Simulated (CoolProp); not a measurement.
Model: reference Helmholtz-energy equation of state, Thol 2018, in CoolProp.

Q: Give the vapour pressure (MPa), liquid density (kg/m³), vapour density (kg/m³), enthalpy of vaporisation (kJ/kg) of saturated hydrogen chloride at 208.6, 230.7 K.

A: 
```
T (K)  p (MPa)  liquid density (kg/m³)  vapour density (kg/m³)  enthalpy of vaporisation (kJ/kg)
-----  -------  ----------------------  ----------------------  --------------------------------
208.6    0.285                    1130                    6.38                               420
230.7    0.701                    1070                    14.9                               391
```
